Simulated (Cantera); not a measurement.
A perfectly stirred reactor is fed with NH3 : H2 = 1 : 1.2 (molar parts), at 1900 Pa; it is held at 2375 K, and followed from long to short residence time.

Cantera simulation using the gas-phase N/H chemistry of the illustrative SiF4/NH3 mechanism in the Surface Chemkin manual (1991); the numbers are that mechanism's predictions, not measurements. Walls and surfaces, which speed up NH3 decomposition in real reactors, are not modelled.

### Question
What does this change do: pressure from 1900 Pa to 1330 Pa?

### Answer
```tsv
quantity	before	after
x(NH3) at τ = 6.80 s	7.90e-5	0.000129
x(H2) at τ = 6.80 s	0.789	0.796
x(N2) at τ = 6.80 s	0.151	0.152
x(N2H2) at τ = 6.80 s	4.84e-9	8.92e-9
x(N2H4) at τ = 6.80 s	<1e-12	<1e-12
x(NH3) at τ = 0.110 s	0.131	0.160
x(H2) at τ = 0.110 s	0.754	0.735
x(N2) at τ = 0.110 s	0.110	0.100
x(N2H2) at τ = 0.110 s	3.53e-6	4.70e-6
x(N2H4) at τ = 0.110 s	1.58e-9	1.52e-9
```

### Question
What does this change do: temperature 2375 to 1648 K?

### Answer
```
quantity                 before     after
----------------------  -------  --------
x(NH3) at τ = 6.80 s    7.90e-5     0.409
x(H2) at τ = 6.80 s       0.789     0.575
x(N2) at τ = 6.80 s       0.151    0.0156
x(N2H2) at τ = 6.80 s   4.84e-9   7.16e-7
x(N2H4) at τ = 6.80 s    <1e-12   4.96e-9
x(NH3) at τ = 0.110 s     0.131     0.454
x(H2) at τ = 0.110 s      0.754     0.546
x(N2) at τ = 0.110 s      0.110  0.000108
x(N2H2) at τ = 0.110 s  3.53e-6   3.40e-7
x(N2H4) at τ = 0.110 s  1.58e-9   2.57e-9
```
